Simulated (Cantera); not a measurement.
A perfectly stirred reactor is fed with C₂H₆ : N₂ = 1 : 40 (molar parts), at 95000 Pa; it is held at 1998 K, and followed from long to short residence time.

Cantera simulation using GRI-Mech 3.0 (53 species, 325 reactions); the numbers are that mechanism's predictions, not measurements. GRI-Mech 3.0 stops at C3 and has no aromatics, soot or wall deposition, so with more carbon than oxygen in the feed, carbon stays in small species such as C2H2 where larger ones or solid carbon would form.

x: mole fraction; the columns are a selection and need not sum to one.

```json
[
 {"τ (s)": "9.4", "x C₂H₆": "1.25e-8", "x CH₂": "1.45e-7", "x C₂H": "3.06e-6", "x H₂": "0.0462", "x CH₃": "1.45e-5", "x C₂H₄": "6.39e-6", "x HCN": "0.00387"},
 {"τ (s)": "2.0", "x C₂H₆": "5.85e-8", "x CH₂": "3.15e-7", "x C₂H": "3.20e-6", "x H₂": "0.0460", "x CH₃": "3.14e-5", "x C₂H₄": "6.85e-6", "x HCN": "0.00248"},
 {"τ (s)": "0.44", "x C₂H₆": "2.65e-7", "x CH₂": "6.85e-7", "x C₂H": "3.36e-6", "x H₂": "0.0456", "x CH₃": "6.72e-5", "x C₂H₄": "8.27e-6", "x HCN": "0.00137"},
 {"τ (s)": "0.094", "x C₂H₆": "1.22e-6", "x CH₂": "1.52e-6", "x C₂H": "3.61e-6", "x H₂": "0.0449", "x CH₃": "0.000144", "x C₂H₄": "1.42e-5", "x HCN": "0.000706"},
 {"τ (s)": "0.020", "x C₂H₆": "…", "x CH₂": "…", "x C₂H": "…", "x H₂": "0.0437", "x CH₃": "…", "x C₂H₄": "…", "x HCN": "…"},
 {"τ (s)": "0.0044", "x C₂H₆": "…", "x CH₂": "…", "x C₂H": "…", "x H₂": "0.0417", "x CH₃": "…", "x C₂H₄": "…", "x HCN": "…"},
 {"τ (s)": "0.00094", "x C₂H₆": "9.72e-5", "x CH₂": "1.71e-5", "x C₂H": "6.22e-6", "x H₂": "0.0388", "x CH₃": "0.00124", "x C₂H₄": "0.000438", "x HCN": "0.000135"}
]
```

**Question.** Complete the blanks.

**Answer.** 
- 0.020, x C₂H₆: 5.48e-6
- 0.020, x CH₂: 3.44e-6
- 0.020, x C₂H: 4.06e-6
- 0.020, x CH₃: 0.000303
- 0.020, x C₂H₄: 3.88e-5
- 0.020, x HCN: 0.000379
- 0.0044, x C₂H₆: 2.31e-5
- 0.0044, x CH₂: 7.72e-6
- 0.0044, x C₂H: 4.89e-6
- 0.0044, x CH₃: 0.000614
- 0.0044, x C₂H₄: 0.000128
- 0.0044, x HCN: 0.000224
